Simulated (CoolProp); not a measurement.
Saturation properties of chlorine (Tc = 143.7 °C, pc = 76.42 bar, ω = 0.070).

Model: reference Helmholtz-energy equation of state, Thol 2021, in CoolProp.

```tsv
T (°C)	p (bar)	liquid density (kg/m³)	vapour Z
1.75	3.897	1463	0.9326
13.85	5.661	?	0.9132
25.95	?	?	0.8910
38.05	10.88	1351	0.8658
50.15	14.51	1311	?
62.25	18.93	1268	0.8056
74.35	24.23	1222	0.7700
86.45	?	1172	0.7301
98.55	37.82	1116	0.6848
110.65	46.29	1053	?
122.75	56.02	975.8	0.5681
```

Fill in the missing entries.


- 13.85, liquid density (kg/m³): 1427
- 25.95, p (bar): 7.959
- 25.95, liquid density (kg/m³): 1390
- 50.15, vapour Z: 0.8374
- 86.45, p (bar): 30.50
- 110.65, vapour Z: 0.6322

It boils at -34.0 °C under 1 atm.
